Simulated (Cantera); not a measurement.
Input: 1 mol Al, 0.0035 mol O2, 270 mol N2, at 950 K and 13.3 mbar.

Method: chemical equilibrium by Gibbs-energy minimisation in Cantera with the NASA 1993 tables (ideal gas, pure condensed phases). Candidate condensed phases: Al, AlN, Al2O3; 16 gas species. The numbers say what is thermodynamically allowed, not how fast it happens.

Q: What is the equilibrium state?

A: 
```json
{
  "x(N2)": "1.00",
  "n(AlN(s))": "0.995 mol",
  "n(Al2O3(s))": "0.00233 mol",
  "gas_amount": "269.5 mol",
  "log10 activity of Al(l) (absent)": "-11.03"
}
```
